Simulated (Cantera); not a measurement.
Charge: 1 mol SiF4, 0.33 mol H2O, 0.16 mol H2, 22 mol O2, equilibrated at 79.0 Pa.

Cantera equilibrium calculation (NASA polynomials, part measured and part estimated; ideal gas, pure solids and liquids). Candidate condensed phases: H2O, Si, SiO2; 38 gas species. Equilibrium is a limit: real reactors are often held back by kinetics, nucleation or transport. All values below are at 873 K.

Base state: O2 0.927, HF 0.0389, SiF4 0.0326, H2O 0.00129 (mole fractions); condensed: SiO2(β-quartz).

Problem. What changes in the equilibrium state with this change: SiF4 replaced by SiH2Cl2?

Solution. 
```csv
species,before,after
O2,0.927,0.893
HCl,0,0.0748
H2O,0.00129,0.0264
HF,0.0389,0
SiF4,0.0326,0
Cl2,0,0.00535
Cl,0,0.000115
"SiO2(β-quartz), mol",0.230,1.00
```
